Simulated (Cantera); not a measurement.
**Equilibrium for carbon deposition, reforming and gasification: C2H2 + O2 + H2**

Charge: 1 mol C2H2, 0.19 mol O2, 2.4 mol H2, equilibrated at 400 °C and 1330 Pa.

Method: chemical equilibrium by Gibbs-energy minimisation in Cantera with the NASA 1993 tables (ideal gas, pure condensed phases). Candidate condensed phases: C, C6H6, C7H8, C8H18, H2O; 110 gas species. Rates play no part.

```
Item                Value
--------------  ---------
x(H2)               0.769
x(CH4)              0.120
x(H2O)             0.0911
x(CO2)             0.0119
x(CO)             0.00818
n(C(graphite))   1.57 mol
gas amount      3.090 mol
```
